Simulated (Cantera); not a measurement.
A closed system holds: 1 mol BN, 97 mol HCl, 2.7 mol H₂, 1.4 mol HF, equilibrated at 1398 K and 2.00 Pa.

These are equilibrium values from Cantera (NASA tables, ideal gas, pure condensed phases), not measurements of a reactor. Candidate condensed phases: B, BN, NH₄Cl; 40 gas species. The tables' values for BF₂, BCl, BCl₂, BClF are old estimates; treat these amounts as uncertain. Gases not in the tables: BHCl₂. Rates play no part.

Task: What is the equilibrium state?

Result: 
```
Property                             Value
-------------------------------  ---------
x(HCl)                               0.935
x(H₂)                               0.0425
x(BCl₃)                            0.00575
x(N₂)                              0.00493
x(Cl)                              0.00395
x(HF)                              0.00336
x(BF₃)                             0.00305
x(BF₂)                            0.000461
x(BF)                             0.000288
gas amount                       101.4 mol
log10 activity of B(s) (absent)      -2.70
```
